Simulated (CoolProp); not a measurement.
Vapour pressure (MPa) of R134a: the reference equation beside estimates from Tc = 101.1 °C, pc = 4.059 MPa, ω = 0.327.

Computed with CoolProp (reference Helmholtz-energy equation of state, Tillner-Roth 1994).

```csv
T (°C),reference,Redlich-Kwong,Soave-Redlich-Kwong
-61.25,0.01466,0.04405,…
-54.15,0.02299,0.06366,0.02256
-47.05,0.03488,0.08941,0.03433
-40.05,0.05107,0.1219,0.05042
-32.95,0.07319,0.1632,0.07249
-25.85,0.1024,0.2142,0.1017
-18.75,0.1401,0.2760,…
-11.65,0.1879,0.3498,0.1877
-4.55,0.2475,…,0.2479
2.55,0.3208,0.5388,0.3222
9.65,0.4098,0.6563,0.4124
16.75,0.5164,0.7907,…
23.85,0.6429,0.9432,0.6496
30.95,0.7914,1.115,…
37.95,…,1.304,0.9750
```

Task: Complete the blanks.

Result: 
- -61.25, Soave-Redlich-Kwong: 0.01433
- -18.75, Soave-Redlich-Kwong: 0.1395
- -4.55, Redlich-Kwong: 0.4371
- 16.75, Soave-Redlich-Kwong: 0.5208
- 30.95, Soave-Redlich-Kwong: 0.8011
- 37.95, reference: 0.9618

Absolute difference from the reference over all 15 rows, mean and median: Redlich-Kwong 97.9 and 86.2 %, Soave-Redlich-Kwong 1.0 and 1.0 %.
